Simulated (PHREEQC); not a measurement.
1.3 g of hydrous ferric oxide (600 m²/g; 0.2 weak and 0.005 strong sites per Fe, Dzombak-Morel constants, diffuse double layer) in 1 kg of water with 0.05 mol/kgw of an inert sodium salt and 0.0073 mmol/kgw Na2HAsO4, at 25 °C; the pH is set by adding NaOH or the inert anion's acid. Oxygen is held at 0.21 atm. CO2 from the air is kept out. No solid was allowed to form.

The numbers come from PHREEQC with the ion-association model, wateq4f.dat.

```tsv
pH	As sorbed (%)	surface charge σ (C/m²)	surface potential ψ (mV)
4	100.0	0.294	159
4.5	100.0	0.238	149
5	100.0	0.180	135
6	100.0	0.088	99
6.5	100.0	0.057	78
7	100.0	0.034	55
7.5	100.0	0.016	30
8.5	100.0	-0.011	-21
9	99.8	-0.026	-46
9.5	98.8	-0.047	-69
10	95.0	-0.075	-91
11	55.7	-0.159	-128
11.5	22.7	-0.217	-142
12	6.4	-0.282	-152
```

Species that the database lacks are ignored.
